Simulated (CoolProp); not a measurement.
Acetone at several states: Z from the reference equation and from simpler models built on Tc = 508.1 K, pc = 4.692 MPa, ω = 0.307; each cubic takes its own stable root.

Model: reference Helmholtz-energy equation of state, Lemmon 2006, in CoolProp. It is a short technical equation, of lower accuracy than the large ones.

```json
[
 {"T (K)": "526.4", "p (MPa)": "2.55", "phase": "gas", "reference": "…", "van der Waals": "…", "Redlich-Kwong": "…", "Soave-Redlich-Kwong": "0.8162", "Peng-Robinson": "…"},
 {"T (K)": "511", "p (MPa)": "0.146", "phase": "gas", "reference": "0.9879", "van der Waals": "0.9908", "Redlich-Kwong": "0.9895", "Soave-Redlich-Kwong": "0.9895", "Peng-Robinson": "0.9883"},
 {"T (K)": "437.2", "p (MPa)": "2.33", "phase": "liquid", "reference": "0.06218", "van der Waals": "0.7174", "Redlich-Kwong": "0.08740", "Soave-Redlich-Kwong": "0.08201", "Peng-Robinson": "0.07233"}
]
```

Question: Complete the blanks.

Answer: 
- 526.4, reference: 0.7911
- 526.4, van der Waals: 0.8280
- 526.4, Redlich-Kwong: 0.8111
- 526.4, Peng-Robinson: 0.7977

At some of these states van der Waals gives the other phase, because its saturation line lies elsewhere.
